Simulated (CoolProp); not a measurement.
Properties of cyclopentane at several states.

The numbers come from the reference Helmholtz-energy equation of state, Gedanitz 2015 in CoolProp.

| T (K) | p (kPa) | phase | Z | cp (kJ/(kg K)) | cv (kJ/(kg K)) | conductivity (mW/(m K)) | fugacity coefficient |
|---|---|---|---|---|---|---|---|
| 220 | 134 | liquid | (withheld) | (withheld) | (withheld) | 158 | (withheld) |
| 408.8 | 1590 | liquid | 0.05325 | 2.441 | 1.752 | (withheld) | 0.4951 |
| 321.8 | 895 | liquid | (withheld) | (withheld) | 1.366 | 118 | 0.1105 |
| 280.3 | 15800 | liquid | 0.6173 | 1.702 | 1.209 | (withheld) | 0.002320 |
| 199.8 | 50.3 | liquid | 0.002554 | 1.458 | 0.9873 | 167 | 0.001707 |

Q: What belongs in the gaps?

A: 
- 220, Z: 0.006315
- 220, cp (kJ/(kg K)): 1.505
- 220, cv (kJ/(kg K)): 1.022
- 220, fugacity coefficient: 0.003906
- 408.8, conductivity (mW/(m K)): 89.3
- 321.8, Z: 0.03270
- 321.8, cp (kJ/(kg K)): 1.928
- 280.3, conductivity (mW/(m K)): 140

Thermal conductivity comes from a separate model (Vassiliou 2015).
